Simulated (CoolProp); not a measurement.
Vapour-liquid equilibrium of propylene (1) + R142b (2) at 3.6 bar; x and y are mole fractions of (1).

The numbers come from the multi-fluid Helmholtz-energy mixture model, Lemmon 2013 and Lemmon 2006; pair parameters Bell 2016 in CoolProp.

```csv
x,"bubble temperature, mixture model (K)","bubble temperature, Raoult's law (K)","y, mixture model","y, Raoult's law"
0.05,296.1,296.5,0.152,0.154
0.15,288.6,289.8,0.390,0.388
0.25,282.3,284.1,0.556,0.555
0.35,277.0,279.1,0.673,0.675
0.45,272.7,274.7,0.757,0.766
0.55,269.2,270.9,0.820,0.834
0.65,266.2,267.5,0.869,0.887
0.75,263.5,264.4,0.911,0.929
0.85,261.2,261.6,0.947,0.962
0.95,259.0,259.1,0.982,0.989
```

The largest gap from Raoult's law is -2.1 K in bubble temperature, at x = 0.35. No azeotrope shows between x = 0.05 and 0.95.

The pair parameters rest on a limited set of measurements; away from them the model extrapolates.
